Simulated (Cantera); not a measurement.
A closed system holds: 1 mol MgSO4, 0.46 mol C, 0.71 mol O2, equilibrated at 0.00640 bar.

Method: chemical equilibrium by Gibbs-energy minimisation in Cantera with the NASA 1993 tables (ideal gas, pure condensed phases). Candidate condensed phases: C, Mg, MgCO3, MgO, MgS, MgSO4, S; 26 gas species. Rates play no part. All values below are at 977 °C.

Base state: SO2 0.450, O2 0.338, CO2 0.209, SO3 0.00365 (mole fractions); condensed: MgO(s).

Problem. What changes in the equilibrium state with this change: C from 0.46 to 0.049 mol?

Solution. 
```csv
species,before,after
O2,0.338,0.524
SO2,0.450,0.449
CO2,0.209,0.0222
SO3,0.00365,0.00454
"MgO(s), mol",1.00,1.00
```
